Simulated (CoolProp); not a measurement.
Properties of R236EA at several states (Tc = 139.3 °C, pc = 3.414 MPa, ω = 0.368).

Model: reference Helmholtz-energy equation of state, Rui 2013, in CoolProp.

```json
[
 {"T (°C)": "76.65", "p (MPa)": "0.686", "phase": "gas", "density (kg/m³)": "41.85", "cp (kJ/(kg K))": "1.028", "isothermal compressibility (1/MPa)": "1.743", "expansivity (1/kK)": "4.972", "Prandtl number": "0.701"},
 {"T (°C)": "54.35", "p (MPa)": "1.76", "phase": "liquid", "density (kg/m³)": "1334", "cp (kJ/(kg K))": "1.310", "isothermal compressibility (1/MPa)": "0.004619", "expansivity (1/kK)": "2.712", "Prandtl number": "4.98"},
 {"T (°C)": "37.95", "p (MPa)": "1.82", "phase": "liquid", "density (kg/m³)": "1391", "cp (kJ/(kg K))": "1.274", "isothermal compressibility (1/MPa)": "0.003389", "expansivity (1/kK)": "2.377", "Prandtl number": "5.55"},
 {"T (°C)": "84.45", "p (MPa)": "0.637", "phase": "gas", "density (kg/m³)": "36.99", "cp (kJ/(kg K))": "1.017", "isothermal compressibility (1/MPa)": "1.810", "expansivity (1/kK)": "4.402", "Prandtl number": "0.693"}
]
```

Viscosity comes from a separate model (Huber 2003), an estimate that may be off by 10 % or more. Thermal conductivity comes from a separate model (Huber 2003), an estimate that may be off by 10 % or more.
